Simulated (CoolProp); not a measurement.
Properties of normal hydrogen along the isotherm 35.6 K.

The numbers come from the reference Helmholtz-energy equation of state, Leachman 2009 in CoolProp.

```csv
p (MPa),phase,Z,cp (kJ/(kg K)),cv (kJ/(kg K)),conductivity (mW/(m K)),Prandtl number
0.194,gas,0.9587,11.00,6.256,29.1,0.683
0.389,gas,0.9145,11.88,6.335,30.8,0.707
0.583,gas,0.8673,13.04,6.427,32.7,(withheld)
0.778,gas,0.8158,14.67,6.541,34.8,0.809
0.972,gas,0.7591,17.09,6.689,37.4,0.908
1.17,gas,0.6932,21.27,(withheld),40.9,1.08
1.36,supercritical,0.6176,29.24,7.177,46.4,1.41
1.56,supercritical,0.5140,51.40,7.582,(withheld),2.26
1.75,supercritical,0.3946,(withheld),7.691,74.7,(withheld)
1.94,supercritical,0.3410,(withheld),7.166,81.8,2.96
```

Task: Complete the blanks.

Result: 
- 0.583, Prandtl number: 0.746
- 1.17, cv (kJ/(kg K)): 6.896
- 1.56, conductivity (mW/(m K)): 57.5
- 1.75, cp (kJ/(kg K)): 84.70
- 1.75, Prandtl number: 3.66
- 1.94, cp (kJ/(kg K)): 58.92

The peak of cp marks the crossing from liquid-like to gas-like fluid above the critical point.

Viscosity comes from a separate model (Muzny 2013). Thermal conductivity comes from a separate model (Assael 2011).
